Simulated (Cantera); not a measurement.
# Adiabatic ignition

An adiabatic, constant-pressure homogeneous reactor starts with 7.04 % CH₄, 19.5 % O₂, 73.5 % N₂, at 1775 K and 16.8 atm.

Cantera simulation using GRI-Mech 3.0 (53 species, 325 reactions); the numbers are that mechanism's predictions, not measurements. The pressure lies above the range GRI-Mech 3.0 was tuned for (to about 10 atm).

```
t (s)     T (K)    x CH₄    x O₂    x C₂H₄    x CH₂O      x H    x HO₂
--------  -----  -------  ------  --------  --------  -------  -------
6.00e-6    1784   0.0670   0.193  0.000136   0.00103  6.62e-6  9.19e-5
1.23e-5    2517  4.54e-5  0.0780   7.12e-7   2.98e-5  0.00702  6.44e-5
2.54e-5    2923   <1e-12  0.0553    <1e-12  4.32e-10  0.00202  3.05e-5
5.22e-5    2918   <1e-12  0.0537    <1e-12  4.30e-10  0.00198  2.96e-5
0.000107   2911   <1e-12  0.0513    <1e-12  4.27e-10  0.00194  2.82e-5
0.000221   2903   <1e-12  0.0488    <1e-12  4.25e-10  0.00189  2.68e-5
0.000455   2899   <1e-12  0.0475    <1e-12  4.24e-10  0.00186  2.61e-5
0.000935   2899   <1e-12  0.0473    <1e-12  4.24e-10  0.00186  2.60e-5
0.00192    2899   <1e-12  0.0473    <1e-12  4.24e-10  0.00186  2.60e-5
0.00396    2899   <1e-12  0.0473    <1e-12  4.24e-10  0.00186  2.60e-5
0.00814    2899   <1e-12  0.0473    <1e-12  4.24e-10  0.00186  2.60e-5
0.0168     2899   <1e-12  0.0473    <1e-12  4.24e-10  0.00186  2.60e-5
0.0345     2899   <1e-12  0.0473    <1e-12  4.24e-10  0.00186  2.60e-5
0.0709     2899   <1e-12  0.0473    <1e-12  4.24e-10  0.00186  2.60e-5
0.146      2899   <1e-12  0.0473    <1e-12  4.24e-10  0.00186  2.60e-5
0.300      2899   <1e-12  0.0473    <1e-12  4.24e-10  0.00186  2.60e-5
```
x: mole fraction; the columns are a selection and need not sum to one.

The time of steepest temperature rise is 12.2 µs. The temperature at 0.300 s is 2899 K and the equilibrium temperature is 2899 K. The x(CH₄) at 0.300 s comes out as <1e-12 (gas-phase equilibrium <1e-12) and the x(O₂) at 0.300 s is 0.0473 (gas-phase equilibrium 0.0473). The x(C₂H₄) at 0.300 s is <1e-12 (gas-phase equilibrium <1e-12).
